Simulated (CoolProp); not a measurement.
Vapour-liquid equilibrium of R125 (1) + R1234yf (2) at 227.7 K; x and y are mole fractions of (1).

Model: multi-fluid Helmholtz-energy mixture model, Lemmon 2005 and Lemmon 2022; pair parameters Bell 2023, in CoolProp.

| x | bubble pressure (kPa) | y at the bubble point | dew pressure at overall composition x (kPa) | liquid density (mol/L) |
|---|---|---|---|---|
| 0.05 | 50.80 | 0.113 | 48.81 | 11.50 |
| 0.15 | 57.66 | 0.297 | 52.05 | 11.59 |
| 0.25 | 64.45 | 0.442 | 55.73 | 11.69 |
| 0.35 | 71.21 | [?] | 59.96 | 11.78 |
| 0.45 | 77.93 | 0.658 | 64.85 | [?] |
| 0.55 | 84.66 | 0.741 | 70.58 | 11.99 |
| 0.65 | 91.38 | 0.812 | 77.35 | 12.10 |
| 0.75 | 98.13 | 0.874 | [?] | [?] |
| 0.85 | 104.9 | 0.929 | 95.41 | [?] |
| 0.95 | 111.7 | [?] | [?] | [?] |

Q: Complete the blanks.

A: 
- 0.35, y at the bubble point: 0.560
- 0.45, liquid density (mol/L): 11.88
- 0.75, dew pressure at overall composition x (kPa): 85.49
- 0.75, liquid density (mol/L): 12.21
- 0.85, liquid density (mol/L): 12.33
- 0.95, y at the bubble point: 0.978
- 0.95, dew pressure at overall composition x (kPa): 107.8
- 0.95, liquid density (mol/L): 12.46

No azeotrope shows between x = 0.05 and 0.95.

Pair parameters are fitted to limited data, so mixtures are less certain than the pure fluids.
